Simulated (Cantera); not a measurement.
Ignition delay

Mixture: CH₄ : O₂ : N₂ = 1 : 2.9 : 10.9 (molar parts), at 37.0 bar, adiabatic and at constant volume. Ignition delay is the time to a rise of 400 K.

Model: GRI-Mech 3.0 (53 species, 325 reactions), integrated in Cantera. The pressure lies above the range GRI-Mech 3.0 was tuned for (to about 10 atm).

| T0 (K) | delay (ms) |
|---|---|
| 1098 | 3.90 |
| 1148 | 1.90 |
| 1198 | 0.990 |
| 1248 | 0.545 |
| 1298 | 0.313 |
| 1348 | 0.187 |

```yaml
apparent activation energy between 1248 and 1348 K: 150 kJ/mol
```
